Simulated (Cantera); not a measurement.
An adiabatic, constant-volume homogeneous reactor starts with CH4 : C2H6 : O2 : N2 = 1 : 0.053 : 1.04 : 3.91 (molar parts), equivalence ratio 2.1, at 1400 K and 1.10 bar. Integrator tolerance rtol = 1e-08.

Detailed kinetics in Cantera: GRI-Mech 3.0 (53 species, 325 reactions).

Question: What does this change do: N2 3.91 to 2.6 parts?

Answer: 
```json
[
 {"quantity": "time of steepest temperature rise", "before": "1.43 ms", "after": "1.04 ms"},
 {"quantity": "temperature at 1.00 s", "before": "2652 K", "after": "2813 K"},
 {"quantity": "equilibrium temperature", "before": "2652 K", "after": "2813 K"},
 {"quantity": "x(CH4) at 1.00 s", "before": "6.90e-11 (gas-phase equilibrium 7.74e-11)", "after": "8.69e-11 (gas-phase equilibrium 9.77e-11)"},
 {"quantity": "x(C2H6) at 1.00 s", "before": "<1e-12 (gas-phase equilibrium <1e-12)", "after": "<1e-12 (gas-phase equilibrium <1e-12)"},
 {"quantity": "x(O2) at 1.00 s", "before": "2.65e-5 (gas-phase equilibrium 2.65e-5)", "after": "8.82e-5 (gas-phase equilibrium 8.82e-5)"},
 {"quantity": "x(O) at 1.00 s", "before": "9.60e-5 (gas-phase equilibrium 9.60e-5)", "after": "0.000322 (gas-phase equilibrium 0.000322)"},
 {"quantity": "x(HCN) at 1.00 s", "before": "3.25e-7 (gas-phase equilibrium 3.25e-7)", "after": "4.31e-7 (gas-phase equilibrium 4.31e-7)"}
]
```

Question: What does this change do: CH4 1 to 0.36 parts?

Answer: 
| quantity | before | after |
|---|---|---|
| time of steepest temperature rise | 1.43 ms | 0.403 ms |
| temperature at 1.00 s | 2652 K | 2839 K |
| equilibrium temperature | 2652 K | 2839 K |
| x(CH4) at 1.00 s | 6.90e-11 (gas-phase equilibrium 7.74e-11) | <1e-12 (gas-phase equilibrium <1e-12) |
| x(C2H6) at 1.00 s | <1e-12 (gas-phase equilibrium <1e-12) | <1e-12 (gas-phase equilibrium <1e-12) |
| x(O2) at 1.00 s | 2.65e-5 (gas-phase equilibrium 2.65e-5) | 0.0321 (gas-phase equilibrium 0.0321) |
| x(O) at 1.00 s | 9.60e-5 (gas-phase equilibrium 9.60e-5) | 0.00748 (gas-phase equilibrium 0.00748) |
| x(HCN) at 1.00 s | 3.25e-7 (gas-phase equilibrium 3.25e-7) | 1.36e-9 (gas-phase equilibrium 1.36e-9) |
